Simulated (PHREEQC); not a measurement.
Make-up at 25 °C: 0.037 mol/kgw HF and 0.0013 mol/kgw Na2HPO4. Closed to the air; pH follows from the charge balance.

Model: ion-association model, wateq4f.dat, run in PHREEQC.

```tsv
quantity	before	after
pH	2.43	2.76
ionic strength (mol/kgw)	0.00664	0.00233
H2PO4- (mol/kgw)	0.000863	0.000209
HPO4-2 (mol/kgw)	1.84e-8	8.83e-9
```

Question: What was changed between the two runs?
(A) diluted 5-fold with water
(B) Na2HPO4 from 0.0013 to 0.00143 mol/kgw
(C) Na2HPO4 from 0.0013 to 0.0065 mol/kgw
(D) diluted 100-fold with water
(E) HF left out

Answer: A, diluted 5-fold with water

This is a speciation only: nothing precipitates in the calculation. wateq4f.dat counts part of the HF as a dimer, H2F2, which phreeqc.dat doesn't know; its constant is uncertain. H3PO4, which wateq4f.dat lacks, is added to it with the constant of phreeqc.dat.
